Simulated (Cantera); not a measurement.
Thermodynamics of chlorosilane synthesis and conversion, feed SiCl4 + Cl2 + H2

Charge: 1 mol SiCl4, 0.75 mol Cl2, 12 mol H2, equilibrated at 1.90 bar.

Equilibrium computed with Cantera from the NASA thermochemical tables; the gas is ideal and each condensed phase is pure. Candidate condensed phases: Si; 19 gas species. The tables' values for SiCl3 are old estimates; treat these amounts as uncertain. The numbers say what is thermodynamically allowed, not how fast it happens.

```tsv
T (K)	x H2	x HCl	x SiCl4	x SiHCl3	x SiCl3
950	0.816	0.111	0.0703	0.00236	1.68e-5
1000	0.815	0.113	0.0691	0.00352	4.92e-5
1050	0.813	0.114	0.0676	0.00499	0.000129
1100	0.811	0.116	0.0656	0.00674	0.000304
1150	0.808	0.119	0.0631	0.00872	0.000652
1200	0.805	0.122	0.0601	0.0108	0.00128
1250	0.801	0.126	0.0564	0.0128	0.00233
1300	0.796	0.131	0.0520	0.0143	0.00388
```
x: gas mole fraction; nothing condenses.

From 950 K to 1300 K nothing is condensed. The main Si-bearing gas is SiCl4 throughout.
